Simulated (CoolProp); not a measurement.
The fluid at 455.54 K and 0.383 MPa flows at 14 m/s in a round tube of 12.7 mm bore and 0.25 µm roughness, fully developed (64/Re and Nu = 3.66 if laminar; Colebrook and Gnielinski if turbulent). The same conditions are run with several fluids, on thermodynamics alone (safety and materials aside).

Values from CoolProp's reference Helmholtz-energy equation of state of each fluid (R404A: Lemmon 2003; sulfur hexafluoride: Guder 2009; propane: Lemmon 2009; R152A: Outcalt 1996; n-heptane: Span 2003). Blends and air are pseudo-pure fits.

| fluid | Reynolds number | Darcy friction factor | pressure drop (Pa/m) | heat-transfer coefficient (W/(m² K)) | mass flow (kg/h) |
|---|---|---|---|---|---|
| R404A | 96800 | 0.0182 | 1410 | 384 | 63.9 |
| sulfur hexafluoride | 120000 | 0.0174 | 2010 | [?] | [?] |
| propane | 65700 | 0.0198 | [?] | 415 | [?] |
| R152A | [?] | [?] | 1020 | 348 | 43.4 |
| n-heptane | 223000 | [?] | [?] | 823 | 71.8 |

Q: Fill in the missing entries.

A: 
- sulfur hexafluoride, heat-transfer coefficient (W/(m² K)): 427
- sulfur hexafluoride, mass flow (kg/h): 95.2
- propane, pressure drop (Pa/m): 691
- propane, mass flow (kg/h): 28.9
- R152A, Reynolds number: 71700
- R152A, Darcy friction factor: 0.0194
- n-heptane, Darcy friction factor: 0.0155
- n-heptane, pressure drop (Pa/m): 1340

Transport values come from each fluid's own correlations; those of R152A are estimates that may be off by 10 % or more.
